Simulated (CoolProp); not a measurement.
Ethylene at 298.15 K and 12.6 MPa is throttled through a valve to 0.908 MPa with no heat exchange. Each further row changes one setting.

The numbers come from the reference Helmholtz-energy equation of state, Smukala 2000 in CoolProp.

| case | temperature change (K) | final phase | final density (kg/m³) |
|---|---|---|---|
| as stated | -79.7 | two-phase, vapour fraction 0.584 | 27.7 |
| outlet pressure 0.272 MPa | -109.9 | two-phase, vapour fraction 0.680 | 7.65 |
| outlet pressure 1.18 MPa | -71.7 | two-phase, vapour fraction 0.555 | 37.5 |
